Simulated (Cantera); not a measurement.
Feed: 1 mol C₃H₈, 0.27 mol H₂O, 0.3 mol N₂, 0.84 mol NH₃, held at 2625 K and 0.00133 bar.

Equilibrium computed with Cantera from the NASA thermochemical tables; the gas is ideal and each condensed phase is pure. Candidate condensed phases: C, C₆H₆, C₇H₈, C₈H₁₈, H₂O; 136 gas species. Equilibrium is a limit: real reactors are often held back by kinetics, nucleation or transport.

Base state: H 0.606, H₂ 0.272, N₂ 0.0681, CO 0.0287, HCN 0.0130, C₂H₂ (acetylene) 0.00485, C₃ 0.00237, CN 0.00198 (mole fractions); condensed: C(graphite).

Question: What changes in the equilibrium state with this change: temperature from 2625 K to 1700 K?

Answer: 
| species | before | after |
|---|---|---|
| H₂ | 0.272 | 0.844 |
| N₂ | 0.0681 | 0.110 |
| CO | 0.0287 | 0.0413 |
| H | 0.606 | 0.00371 |
| HCN | 0.0130 | 0.00111 |
| C₃ | 0.00237 | <1e-9 |
| C₂H | 0.000999 | 1.52e-9 |
| C | 0.000641 | <1e-9 |
| C(graphite), mol | 2.38 | 2.72 |
